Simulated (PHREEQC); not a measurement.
A solution holds 0.035 mol/kgw Al2(SO4)3 and 0.095 mol/kgw AlCl3, at 20 °C. Closed to the air; pH follows from the charge balance.

Computed with PHREEQC (ion-association model, phreeqc.dat).

Each row changes one thing in this solution. Precipitation was switched off in this run.

```csv
case,pH,ionic strength (mol/kgw),Al+3 (mol/kgw),AlOH+2 (mol/kgw),Al(OH)2+ (mol/kgw),Al(OH)3 (mol/kgw),SI of Gibbsite (Al(OH)3)
as made,3.44,0.568,0.0790,0.000593,2.60e-6,4.27e-10,-0.26
Al2(SO4)3 from 0.035 to 0.007 mol/kgw,3.37,0.565,0.0903,0.000583,2.20e-6,3.11e-10,-0.40
diluted 100-fold with water,4.15,0.00745,0.00102,7.11e-5,3.87e-6,5.05e-9,+0.75
diluted 2-fold with water,3.56,0.290,0.0402,0.000420,2.86e-6,7.00e-10,-0.08
Al2(SO4)3 from 0.035 to 0.0525 mol/kgw,3.47,0.583,0.0751,0.000605,2.83e-6,4.96e-10,[?]
Al2(SO4)3 left out,[?],[?],0.0944,0.000583,2.09e-6,2.83e-10,[?]
```

Task: What belongs in the gaps?

Result: 
- Al2(SO4)3 from 0.035 to 0.0525 mol/kgw, SI of Gibbsite (Al(OH)3): -0.20
- Al2(SO4)3 left out, pH: 3.35
- Al2(SO4)3 left out, ionic strength (mol/kgw): 0.569
- Al2(SO4)3 left out, SI of Gibbsite (Al(OH)3): -0.44

Complexes and solids missing from the database can't appear. Some of these states are supersaturated (in Gibbsite (slow to form), for instance).
